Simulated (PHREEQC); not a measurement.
Make-up at 25 °C: 0.48 mol/kgw K2CO3, 0.6 mol/kgw KCl and 0.00014 mol/kgw H4SiO4. Closed to the air; pH follows from the charge balance.

Model: Pitzer model, pitzer.dat, run in PHREEQC.

No solid was allowed to form.

Task: Estimate the pH.

Result: pH 11.63.

Task: In which forms is Si present?

Result: H3SiO4- 71 %, H2SiO4-2 28 % of the Si.

In brines, pH and single-ion activities rest on the MacInnes convention.
